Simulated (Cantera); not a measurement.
**Ignition delay**

Mixture: 9.29 % CH₄, 9.01 % CO, 16.5 % O₂, 61.9 % N₂, 3.25 % H₂O, equivalence ratio 1.4, at 7130 Torr, adiabatic and at constant pressure. Ignition delay is the time to a rise of 400 K.

Computed with Cantera and GRI-Mech 3.0 (53 species, 325 reactions).

```tsv
T0 (K)	delay (ms)
1148	27.3
1223	8.88
1298	3.20
1373	1.25
1448	0.523
1523	0.232
1598	0.109
```

| Quantity | Result |
|---|---|
| apparent activation energy between 1448 and 1598 K | 200 kJ/mol |
